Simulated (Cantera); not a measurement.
A perfectly stirred reactor is fed with H2 : O2 = 0.26 : 1 (molar parts), equivalence ratio 0.13, at 0.0267 bar; it is held at 1325 K, and followed from long to short residence time.

Model: GRI-Mech 3.0 (53 species, 325 reactions), integrated in Cantera. Radical loss at walls, strong at low pressure, is not modelled. The temperature is held fixed by assumption; the heat of reaction is taken as removed at once.

x: mole fraction; the columns are a selection and need not sum to one.

```
τ (s)       x H2   x O2    x HO2     x OH  x H2O   x H2O2
------  --------  -----  -------  -------  -----  -------
1.8     0.000244  0.768  3.14e-6  0.00201  0.228        …
0.71    0.000447  0.767  4.78e-6  0.00275  0.228        …
0.29    0.000794  0.765  6.76e-6  0.00370  0.226        …
0.12     0.00139  0.761  8.95e-6  0.00493  0.224        …
0.046    0.00250  0.755  1.13e-5  0.00668  0.220        …
0.019    0.00421  0.745  1.30e-5  0.00869  0.212  5.79e-7
0.0075   0.00695  0.728  1.39e-5   0.0111  0.200  6.21e-7
0.0030    0.0107  0.709  1.39e-5   0.0133  0.183  6.23e-7
0.0012    0.0159  0.693  1.34e-5   0.0152  0.164  6.22e-7
```

Question: Fill in the missing entries.

Answer: 
- 1.8, x H2O2: 1.83e-7
- 0.71, x H2O2: 2.48e-7
- 0.29, x H2O2: 3.24e-7
- 0.12, x H2O2: 4.09e-7
- 0.046, x H2O2: 5.05e-7
